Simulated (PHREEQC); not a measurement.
Consider water at 20 °C with 0.001 mol/kgw K2CO3, 0.01 mol/kgw Fe(NO3)3 and 0.0036 mol/kgw CuSO4. Closed to the air; pH follows from the charge balance.

All values are PHREEQC results (ion-association model, phreeqc.dat), not measurements.

```
quantity                             before    after
----------------------------------  -------  -------
pH                                     2.58     2.65
ionic strength (mol/kgw)             0.0534   0.0548
Cu+2 (mol/kgw)                      0.00348  0.00349
FeSO4+ (mol/kgw)                    0.00252  0.00253
Fe+3 (mol/kgw)                      0.00250  0.00304
FeOH+2 (mol/kgw)                    0.00233  0.00178
SI of Jarosite-K (KFe3(SO4)2(OH)6)    +4.90    +4.80
SI of Goethite (FeOOH)                +5.32    +5.23
```

**Question.** Name the change that produced these shifts.
A) temperature from 20 to 10 °C
B) diluted 10-fold with water
C) CuSO4 from 0.0036 to 0.00324 mol/kgw
D) temperature from 20 to 55 °C

**Answer.** A, temperature from 20 to 10 °C

Precipitation was switched off in this run. Some of these states are supersaturated (in Jarosite-K, Hematite (slow to form), for instance). Constants without temperature data keep their 25 °C values here.
